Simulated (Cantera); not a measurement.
An adiabatic, constant-pressure homogeneous reactor starts with CH₄ : O₂ : N₂ = 1 : 1.43 : 5.37 (molar parts), at 1650 K and 10.0 bar. Integrator tolerance rtol = 1e-08.

Model: GRI-Mech 3.0 (53 species, 325 reactions), integrated in Cantera.

Task: What does this change do: initial temperature 1650 to 1325 K?

Result: 
```json
[
 {"quantity": "time of steepest temperature rise", "before": "56.7 µs", "after": "1.32 ms"},
 {"quantity": "temperature at 2.00 s", "before": "2949 K", "after": "2747 K"},
 {"quantity": "equilibrium temperature", "before": "2949 K", "after": "2747 K"},
 {"quantity": "x(CH₄) at 2.00 s", "before": "6.13e-12 (gas-phase equilibrium 7.14e-12)", "after": "1.01e-11 (gas-phase equilibrium 1.16e-11)"},
 {"quantity": "x(O₂) at 2.00 s", "before": "0.00126 (gas-phase equilibrium 0.00126)", "after": "0.000317 (gas-phase equilibrium 0.000317)"},
 {"quantity": "x(CH₂) at 2.00 s", "before": "6.24e-12 (gas-phase equilibrium 6.65e-12)", "after": "2.60e-12 (gas-phase equilibrium 2.81e-12)"},
 {"quantity": "x(HCO) at 2.00 s", "before": "6.91e-7 (gas-phase equilibrium 6.91e-7)", "after": "4.21e-7 (gas-phase equilibrium 4.21e-7)"},
 {"quantity": "x(N₂O) at 2.00 s", "before": "4.97e-7 (gas-phase equilibrium 4.97e-7)", "after": "1.90e-7 (gas-phase equilibrium 1.90e-7)"},
 {"quantity": "x(C₂H) at 2.00 s", "before": "<1e-12 (gas-phase equilibrium <1e-12)", "after": "<1e-12 (gas-phase equilibrium <1e-12)"}
]
```

Task: What does this change do: CH4 1 to 0.42 parts?

Result: 
```tsv
quantity	before	after
time of steepest temperature rise	56.7 µs	43.9 µs
temperature at 2.00 s	2949 K	2676 K
equilibrium temperature	2949 K	2676 K
x(CH₄) at 2.00 s	6.13e-12 (gas-phase equilibrium 7.14e-12)	<1e-12 (gas-phase equilibrium <1e-12)
x(O₂) at 2.00 s	0.00126 (gas-phase equilibrium 0.00126)	0.0720 (gas-phase equilibrium 0.0720)
x(CH₂) at 2.00 s	6.24e-12 (gas-phase equilibrium 6.65e-12)	<1e-12 (gas-phase equilibrium <1e-12)
x(HCO) at 2.00 s	6.91e-7 (gas-phase equilibrium 6.91e-7)	4.11e-9 (gas-phase equilibrium 4.11e-9)
x(N₂O) at 2.00 s	4.97e-7 (gas-phase equilibrium 4.97e-7)	2.94e-6 (gas-phase equilibrium 2.94e-6)
x(C₂H) at 2.00 s	<1e-12 (gas-phase equilibrium <1e-12)	<1e-12 (gas-phase equilibrium <1e-12)
```

Task: What does this change do: initial temperature 1650 to 1000 K?

Result: 
```csv
quantity,before,after
time of steepest temperature rise,56.7 µs,94.8 ms
temperature at 2.00 s,2949 K,2508 K
equilibrium temperature,2949 K,2508 K
x(CH₄) at 2.00 s,6.13e-12 (gas-phase equilibrium 7.14e-12),2.51e-11 (gas-phase equilibrium 2.83e-11)
x(O₂) at 2.00 s,0.00126 (gas-phase equilibrium 0.00126),3.85e-5 (gas-phase equilibrium 3.85e-5)
x(CH₂) at 2.00 s,6.24e-12 (gas-phase equilibrium 6.65e-12),<1e-12 (gas-phase equilibrium <1e-12)
x(HCO) at 2.00 s,6.91e-7 (gas-phase equilibrium 6.91e-7),2.19e-7 (gas-phase equilibrium 2.19e-7)
x(N₂O) at 2.00 s,4.97e-7 (gas-phase equilibrium 4.97e-7),4.52e-8 (gas-phase equilibrium 4.52e-8)
x(C₂H) at 2.00 s,<1e-12 (gas-phase equilibrium <1e-12),<1e-12 (gas-phase equilibrium <1e-12)
```
